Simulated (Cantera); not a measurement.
A Cantera script and what it prints.

```python
import numpy as np
import cantera as ct

gas_names = """
    B BH BH2 BH3 BN BO BO2 B2 B2O B2O2 B2O3 B3O3H3 H HBO HBO2 HNO HNO2 HNO3 HO2 H2 H2O H2O2 H3B3O6 N NH
    NH2 NH3 NH2OH NO NO2 NO3 N2 N2H2 N2H4 N2O O OH O2 O3
""".split()
cond_names = """
    B(b) B(L) BN(s) B2O3(L) B3O3H3(cr) H2O(s) H2O(L)
""".split()


# ... load() reads the species with a 1 bar reference pressure and builds the phases ...
atoms = {
    'BN': {'B': 1, 'N': 1},
    'H2O': {'H': 2, 'O': 1},
    'H2': {'H': 2},
}
top_T = {'BN(s)': 3200}  # K; cautious upper limits of use, not melting points


# ... equilibrate(T, P, feed) seeds the gas with the atoms and calls Mixture.equilibrate('TP', solver="vcs", rtol=1e-11, max_steps=5000) ...
results = []
feed = {'BN': 1, 'H2O': 6.6, 'H2': 0.63}  # mol
P = 30000  # Pa
for T in [1475, 1575, 1675, 1775, 1875, 1975, 2075]:
    mix = equilibrate(T, P, feed)
    results.append((T, P, feed, dict(zip(mix.species_names, mix.species_moles))))

top = {s: max(r[3][s] / sum(r[3][g] for g in gas_names) for r in results) for s in gas_names}
cols = sorted((s for s in top if top[s] > 1e-05), key=lambda s: -top[s])[:6]
seen = [c for c in cond_names if any(r[3].get(c, 0) > 1e-12 for r in results)]
print("log10 of partial pressures in bar; condensed amounts in mol")
print(f"{'T/K':>10s}" + "".join(f"{s[:9]:>10s}" for s in cols + seen))
for T, P, feed, n in results:
    ng = sum(n[g] for g in gas_names)
    print(f"{T:10.4g}" + "".join(f"{np.log10(max(n[s] / ng * P / 1e5, 1e-99)):10.3f}" for s in cols)
          + "".join(f"{n.get(c, 0):10.4g}" for c in seen))
```

It prints:

```
log10 of partial pressures in bar; condensed amounts in mol
       T/K       H2O        H2      HBO2        N2      B2O3         H   B2O3(L)
      1475    -0.720    -1.089    -2.073    -1.718    -4.890    -5.431    0.3733
      1575    -0.741    -1.097    -1.712    -1.726    -4.031    -4.930    0.2272
      1675    -0.774    -1.110    -1.454    -1.739    -3.379    -4.490         0
      1775    -0.774    -1.110    -1.452    -1.739    -3.284    -4.094         0
      1875    -0.774    -1.111    -1.454    -1.739    -3.207    -3.739         0
      1975    -0.774    -1.112    -1.458    -1.740    -3.140    -3.420         0
      2075    -0.774    -1.113    -1.461    -1.740    -3.080    -3.131         0
```

Method: chemical equilibrium by Gibbs-energy minimisation in Cantera with the NASA 1993 tables (ideal gas, pure condensed phases). Gases not in the tables: H3BO3.
